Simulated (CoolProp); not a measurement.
Values from CoolProp's reference Helmholtz-energy equation of state, Platzer 1990. This equation is an older, rougher fit; its heat capacities, sound speeds and derivatives of the liquid may be far off and weren't checked against measurements.

Give the vapour pressure (MPa), vapour density (kg/m³), enthalpy of vaporisation (kJ/kg), surface tension (mN/m) of saturated R21 at 316.9, 392.2 K.


```
T (K)  p (MPa)  vapour density (kg/m³)  enthalpy of vaporisation (kJ/kg)  surface tension (mN/m)
-----  -------  ----------------------  --------------------------------  ----------------------
316.9    0.331                    14.0                               219                    15.1
392.2     1.93                    82.6                               159                    5.37
```

Surface tension comes from a separate correlation (Mulero 2012).
